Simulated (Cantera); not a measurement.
Input: 1 mol KCl, 1.2 mol H2, held at 1727 °C and 750 Torr.

Method: chemical equilibrium by Gibbs-energy minimisation in Cantera with the NASA 1993 tables (ideal gas, pure condensed phases). Candidate condensed phases: K, KCl; 10 gas species. Equilibrium is a limit: real reactors are often held back by kinetics, nucleation or transport.

Problem. What is the equilibrium state?

Solution. 
```json
{
 "x(H2)": "0.541",
 "x(KCl)": "0.423",
 "x(HCl)": "0.0117",
 "x(K)": "0.0117",
 "x(K2Cl2)": "0.0106",
 "x(H)": "0.00120",
 "x(KH)": "3.58e-5",
 "x(Cl)": "1.93e-5",
 "gas_amount": "2.191 mol",
 "log10 activity of K(l) (absent)": "-3.72"
}
```
